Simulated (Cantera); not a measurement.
A closed system holds: 1 mol HMDSO, 8 mol N2O, 1.4 mol H2, 0.79 mol O3, at 1525 K and 10.0 mbar.

These are equilibrium values from Cantera (NASA tables, ideal gas, pure condensed phases), not measurements of a reactor. Candidate condensed phases: C, C6H6, C7H8, C8H18, H2O, Si, SiC, SiO2, Si2N2O, Si3N4; 151 gas species. The feed counts by its element totals alone. The tables hold silica as quartz up to 1696 K and as liquid above; real silica turns to tridymite and cristobalite and melts near 1996 K. The numbers say what is thermodynamically allowed, not how fast it happens.

### Question
What is the equilibrium state?

### Answer
```
Quantity                                   Result
--------------------------------------  ---------
x(H2)                                       0.380
x(N2)                                       0.328
x(CO)                                       0.235
x(H2O)                                     0.0457
x(CO2)                                     0.0105
x(H)                                     0.000146
x(SiO)                                    2.91e-6
n(SiO2(β-quartz))                        2.00 mol
gas amount                              24.40 mol
log10 activity of C(graphite) (absent)      -4.55
log10 activity of Si(s) (absent)            -8.89
```
